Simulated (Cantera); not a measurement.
**Equilibrium for abatement and gas-phase synthesis: NH3 + SO2 + N2 + H2O**

Charge: 1 mol NH3, 0.049 mol SO2, 0.21 mol N2, 9 mol H2O, held at 1577 °C.

Method: chemical equilibrium by Gibbs-energy minimisation in Cantera with the NASA 1993 tables (ideal gas, pure condensed phases). Candidate condensed phases: H2O, H2SO4, S; 35 gas species. The ideal-gas law is rough above about 30 bar. Rates play no part.

```
P (Pa)    log p H2O  log p H2  log p N2  log p H  log p OH  log p H2S  log p SO2  log p O2
--------  ---------  --------  --------  -------  --------  ---------  ---------  --------
10            -4.11     -4.88     -5.21    -5.71     -6.07     -11.11      -6.40     -6.61
84            -3.18     -3.96     -4.28    -5.25     -5.60      -9.28      -5.47     -6.58
710           -2.25     -3.03     -3.35    -4.78     -5.13      -7.42      -4.54     -6.58
6000          -1.32     -2.10     -2.42    -4.32     -4.67      -5.57      -3.62     -6.58
50000         -0.40     -1.18     -1.50    -3.86     -4.21      -3.78      -2.74     -6.58
420000         0.53     -0.27     -0.58    -3.40     -3.74      -2.16      -2.00     -6.55
3600000        1.46      0.65      0.36    -2.95     -3.26      -0.90      -1.61     -6.51
30000000       2.39      1.56      1.28    -2.49     -2.79       0.10      -1.51     -6.49
```
log p: log10 of the partial pressure in bar; nothing condenses.

From 0.000100 bar to 300 bar nothing is condensed.
